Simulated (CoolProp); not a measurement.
Vapour pressure (MPa) of tetrahydrofuran: the reference equation beside estimates from Tc = 540.2 K, pc = 5.304 MPa, ω = 0.234. Clausius-Clapeyron is anchored at 289.6 K with a constant enthalpy of vaporisation of 32.57 kJ/mol.

The numbers come from the reference Helmholtz-energy equation of state, Fiedler 2023 in CoolProp.

```tsv
T (K)	reference	Lee-Kesler	Clausius-Clapeyron	van der Waals	Redlich-Kwong	Soave-Redlich-Kwong	Peng-Robinson
250	0.001596	0.001479	0.001722	0.08566	0.003833	0.001523	0.001693
257.9	0.002650	0.002461	0.002782	0.1071	0.006163	0.002530	0.002775
265.9	0.004272	0.003978	0.004394	0.1325	0.009614	0.004083	0.004424
273.8	0.006629	0.006197	0.006721	0.1615	0.01444	0.006347	0.006802
281.7	0.009992	0.009385	0.01004	0.1949	0.02106	0.009587	0.01018
289.6	0.01467	0.01385	0.01467	0.2329	0.02994	0.01411	0.01485
297.6	0.02112	0.02005	0.02110	0.2764	0.04175	0.02037	0.02126
305.5	0.02960	0.02826	0.02966	0.3247	0.05673	0.02864	0.02968
313.4	0.04066	0.03905	0.04097	0.3784	0.07561	0.03948	0.04065
321.4	0.05505	0.05318	0.05593	0.4388	0.09936	0.05364	0.05491
329.3	0.07299	0.07093	0.07492	0.5046	0.1280	0.07138	0.07269
```

Absolute difference from the reference over all 11 rows, mean and median: Lee-Kesler 5.4 and 5.6 %, Clausius-Clapeyron 2.1 and 1.4 %, van der Waals 2019.0 and 1487.6 %, Redlich-Kwong 105.6 and 104.1 %, Soave-Redlich-Kwong 3.6 and 3.8 %, Peng-Robinson 2.0 and 1.2 %.
